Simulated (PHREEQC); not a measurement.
A solution holds 3.2e-05 mol/kgw Ca(HCO3)2 and 0.00082 mol/kgw Na2SO4, at 57 °C. Closed to the air; pH follows from the charge balance.

Computed with PHREEQC (ion-association model, phreeqc.dat).

No solid was allowed to form.

Question: What pH, specific conductance does the model give?

Answer: pH 7.54; specific conductance 373 µS/cm.

Question: In which forms is C present?

Answer: HCO3- 95 %, CO2 5.0 % of the C.

Away from 25 °C the constants follow the database's enthalpies or fits; those with neither stay at their 25 °C values.
